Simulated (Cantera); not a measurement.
**V + N2 (tantalum, niobium, vanadium and zirconium in process gases)**

Feed: 1 mol V, 8.9 mol N2, at 875 °C and 13.3 mbar.

Method: chemical equilibrium by Gibbs-energy minimisation in Cantera with the NASA 1993 tables (ideal gas, pure condensed phases). Candidate condensed phases: V, VN; 4 gas species. VN: taken at fixed stoichiometry. Condensed phases not in the tables: V2N. Equilibrium is a limit: real reactors are often held back by kinetics, nucleation or transport.

x(N2): 1.00
n(VN(s)): 1.00 mol
gas amount: 8.400 mol
log10 activity of V(s) (absent): -4.49
